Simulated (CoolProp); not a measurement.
Vapour-liquid equilibrium of carbon dioxide (1) + R143a (2) at 280.3 K; x and y are mole fractions of (1).

Computed with CoolProp (multi-fluid Helmholtz-energy mixture model, Span 1996 and Lemmon and Jacobsen 2000; pair parameters Bell 2016).

```tsv
x	bubble pressure (MPa)	y at the bubble point	dew pressure at overall composition x (MPa)	liquid density (mol/L)
0.05	0.8944	0.157	0.8056	12.16
0.15	1.186	0.397	0.8884	12.72
0.25	1.516	0.560	0.9893	13.31
0.35	1.865	0.670	1.115	13.94
0.45	2.219	0.748	1.276	14.61
0.55	2.568	0.806	1.491	15.33
0.65	2.913	0.854	1.791	16.13
0.75	3.259	0.895	2.230	17.03
0.85	3.615	0.936	2.885	18.06
0.95	3.993	0.978	3.745	19.30
```

No azeotrope shows between x = 0.05 and 0.95.

Pair parameters are fitted to limited data, so mixtures are less certain than the pure fluids.
